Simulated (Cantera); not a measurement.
**Transport properties of process gases**

Gas mixture: C2H2 : H2 = 0.52 : 0.82 (molar parts), at 0.0503 atm, frozen composition.

Cantera's kinetic-theory transport with the Lennard-Jones parameters of GRI-Mech 3.0, ideal gas; thermal conductivity in the mixture-averaged form. The composition is frozen, though it would react at the higher temperatures.

| T (K) | ρ (kg/m³) | cp (J/kg/K) | μ (µPa s) | λ (mW/m/K) | Pr | D (cm²/s) NH3 | D (cm²/s) O | D (cm²/s) OH |
|---|---|---|---|---|---|---|---|---|
| 400 | 0.0174 | 3301 | 14.1 | 114 | 0.408 | 11.1 | 15.8 | 15.6 |
| 550 | 0.0126 | 3514 | 18.0 | 148 | 0.428 | 20.2 | 27.4 | 27.0 |
| 700 | 0.00994 | 3669 | 21.5 | 180 | 0.438 | 31.3 | 41.2 | 40.7 |
| 850 | 0.00818 | 3820 | 24.7 | 211 | 0.446 | 44.2 | 57.2 | 56.4 |
| 1000 | 0.00695 | 3952 | 27.7 | 242 | 0.451 | 58.8 | 75.1 | 74.0 |
| 1150 | 0.00605 | 4084 | 30.4 | 273 | 0.455 | 74.9 | 94.8 | 93.5 |
| 1300 | 0.00535 | 4204 | 33.0 | 303 | 0.458 | 92.4 | 116 | 115 |
D: mixture-averaged diffusion coefficient of that species in the mixture.
